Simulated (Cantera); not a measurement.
# Thermodynamics of carbothermic reduction, feed MgO + C + CO

Feed: 1 mol MgO, 0.71 mol C, 0.12 mol CO, equilibrated at 1500 Torr.

Equilibrium computed with Cantera from the NASA thermochemical tables; the gas is ideal and each condensed phase is pure. Candidate condensed phases: C, Mg, MgCO3, MgO; 15 gas species. Rates play no part.

From 1598 K to 2098 K the condensed part is C(graphite) + MgO(s). At 2148 K the condensed part is MgO(s). The main Mg-bearing gas is Mg throughout.

```json
[
 {"T (K)": "1598", "x CO": "0.999", "x Mg": "3.06e-6", "x CO2": "0.000590", "x Mg2": "<1e-12", "x MgO": "<1e-12", "x C2O": "4.32e-12", "n C(graphite)": "0.710", "n MgO(s)": "1.00"},
 {"T (K)": "1648", "x CO": "1.000", "x Mg": "1.25e-5", "x CO2": "0.000406", "x Mg2": "<1e-12", "x MgO": "2.27e-12", "x C2O": "1.09e-11", "n C(graphite)": "0.710", "n MgO(s)": "1.000"},
 {"T (K)": "1698", "x CO": "1.000", "x Mg": "4.68e-5", "x CO2": "0.000286", "x Mg2": "<1e-12", "x MgO": "9.32e-12", "x C2O": "2.60e-11", "n C(graphite)": "0.710", "n MgO(s)": "1.000"},
 {"T (K)": "1748", "x CO": "1.000", "x Mg": "0.000163", "x CO2": "0.000206", "x Mg2": "9.42e-12", "x MgO": "3.52e-11", "x C2O": "5.90e-11", "n C(graphite)": "0.710", "n MgO(s)": "1.000"},
 {"T (K)": "1798", "x CO": "0.999", "x Mg": "0.000526", "x CO2": "0.000151", "x Mg2": "9.18e-11", "x MgO": "1.24e-10", "x C2O": "1.28e-10", "n C(graphite)": "0.710", "n MgO(s)": "1.000"},
 {"T (K)": "1848", "x CO": "0.998", "x Mg": "0.00159", "x CO2": "0.000112", "x Mg2": "7.86e-10", "x MgO": "4.05e-10", "x C2O": "2.66e-10", "n C(graphite)": "0.710", "n MgO(s)": "1.000"},
 {"T (K)": "1898", "x CO": "0.995", "x Mg": "0.00455", "x CO2": "8.49e-5", "x Mg2": "6.01e-9", "x MgO": "1.25e-9", "x C2O": "5.30e-10", "n C(graphite)": "0.709", "n MgO(s)": "0.999"},
 {"T (K)": "1948", "x CO": "0.988", "x Mg": "0.0124", "x CO2": "6.44e-5", "x Mg2": "4.15e-8", "x MgO": "3.61e-9", "x C2O": "1.02e-9", "n C(graphite)": "0.708", "n MgO(s)": "0.998"},
 {"T (K)": "1998", "x CO": "0.968", "x Mg": "0.0323", "x CO2": "4.83e-5", "x Mg2": "2.66e-7", "x MgO": "9.93e-9", "x C2O": "1.86e-9", "n C(graphite)": "0.706", "n MgO(s)": "0.996"},
 {"T (K)": "2048", "x CO": "0.917", "x Mg": "0.0833", "x CO2": "3.44e-5", "x Mg2": "1.66e-6", "x MgO": "2.59e-8", "x C2O": "3.19e-9", "n C(graphite)": "0.698", "n MgO(s)": "0.988"},
 {"T (K)": "2098", "x CO": "0.768", "x Mg": "0.232", "x CO2": "1.93e-5", "x Mg2": "1.21e-5", "x MgO": "6.47e-8", "x C2O": "4.71e-9", "n C(graphite)": "0.658", "n MgO(s)": "0.948"},
 {"T (K)": "2148", "x CO": "0.539", "x Mg": "0.461", "x CO2": "1.24e-5", "x Mg2": "4.51e-5", "x MgO": "1.55e-7", "x C2O": "3.53e-9", "n C(graphite)": "0", "n MgO(s)": "0.290"}
]
```
x: gas mole fraction; n: condensed amount in mol.
